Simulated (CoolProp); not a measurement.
Properties of C2F6 (R116) along the isobar 3.12 MPa.

Computed with CoolProp (reference Helmholtz-energy equation of state, Lemmon 2006). It is a short technical equation, of lower accuracy than the large ones.

```csv
T (K),phase,viscosity (µPa s),conductivity (mW/(m K))
266.3,liquid,136,50.1
278.3,liquid,105,44.6
290.4,liquid,68.0,38.0
302.4,supercritical,19.8,22.5
314.5,supercritical,18.8,20.5
326.5,supercritical,18.8,20.2
338.6,supercritical,19.1,20.5
350.6,supercritical,19.5,21.0
362.7,supercritical,20.0,21.7
374.7,supercritical,20.4,22.4
```

Viscosity comes from a separate model (Huber 2003), an estimate that may be off by 10 % or more. Thermal conductivity comes from a separate model (Huber 2003), an estimate that may be off by 10 % or more.
